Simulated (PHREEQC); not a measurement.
A PHREEQC speciation (ion-association model, phreeqc.dat) at 20 °C gives pH 8.45 and these molalities:

```csv
species,mol/kgw
K+,1.64
HPO4-2,0.682
KHPO4-,0.263
H2PO4-,0.00853
PO4-3,0.00212
H4SiO4,3.25e-5
OH-,3.51e-6
H3SiO4-,3.49e-6
H+,4.91e-9
```

Q: What are the element totals, and what could have been dissolved in 1 kg of water to give them?

A: This is not unique; one that fits is totals K 1.91, P 0.956, Si 3.60e-5 mol/kgw, from 0.0064 mol KH2PO4, 0.95 mol K2HPO4 and 3.6e-05 mol H4SiO4 per kg of water.

This is a speciation only: nothing precipitates in the calculation. Ionic strength above about 0.7 mol/kgw puts this run outside the model's range. Complexes and solids missing from the database can't appear.
